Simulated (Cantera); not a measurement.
Charge: 1 mol CuO, 0.48 mol H2, equilibrated at 1 atm.

Cantera equilibrium calculation (NASA polynomials, part measured and part estimated; ideal gas, pure solids and liquids). Candidate condensed phases: Cu, CuO, Cu(OH)2, Cu2O, H2O; 12 gas species. Each liquid is taken as pure. Mutual solubility and eutectic melting of coexisting phases are not modelled. Equilibrium is a limit: real reactors are often held back by kinetics, nucleation or transport.

At 1850 °C, list the 5 most abundant gas species with their mole fractions, and the condensed phases.

H2O 0.943, O2 0.0328, Cu 0.0124, OH 0.00695, H2 0.00358. Condensed: Cu(l) + Cu2O(l).
